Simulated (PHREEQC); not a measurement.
NaOH is added in steps, without added water, to 1 kg of water holding 15 mmol/kgw MgCl2 and 0.15 mmol/kgw Na2HPO4, at 25 °C. Oxygen is held at 0.21 atm. The system is closed to CO2. Solids allowed: Brucite, Halite. Others were left out.

Base run: PHREEQC, ion-association model, wateq4f.dat. Each further column changes one thing. The table gives pH.

```tsv
NaOH added (mol)	base	metal-ligand complexes left out	Davies equation for every ion	all activity coefficients set to 1
0	7.56	8.24	7.57	7.44
0.003	9.51	9.51	9.52	9.36
0.005	9.52	9.52	9.54	9.37
0.008	9.55	9.55	9.56	9.40
0.011	9.58	9.58	9.59	9.43
0.013	9.60	9.60	9.61	9.46
0.016	9.64	9.64	9.65	9.50
0.019	9.69	9.69	9.70	9.55
0.021	9.74	9.73	9.75	9.60
0.024	9.82	9.82	9.83	9.69
0.027	9.97	9.96	9.98	9.84
0.029	10.20	10.17	10.20	10.08
0.032	11.23	11.22	11.24	11.31
```

H3PO4, which wateq4f.dat lacks, is added to it with the constant of phreeqc.dat.
